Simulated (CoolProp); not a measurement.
Vapour-liquid equilibrium of propane (1) + benzene (2) at 331.1 K; x and y are mole fractions of (1).

Model: multi-fluid Helmholtz-energy mixture model, Lemmon 2009 and Thol 2012; pair parameters Bell 2016, in CoolProp.

**Question.** Give the bubble pressure and the first vapour's composition at x = 0.05, 0.2, 0.65. Is there an azeotrope?

**Answer.** x = 0.05: 0.2055 MPa, y = 0.763; x = 0.2: 0.5801 MPa, y = 0.917; x = 0.65: 1.334 MPa, y = 0.972. No azeotrope shows between x = 0.05 and 0.95.

The pair parameters rest on a limited set of measurements; away from them the model extrapolates. The gap from Raoult's law changes sign with composition, which may be real or a fault of the pair parameters; it wasn't checked against measurements.
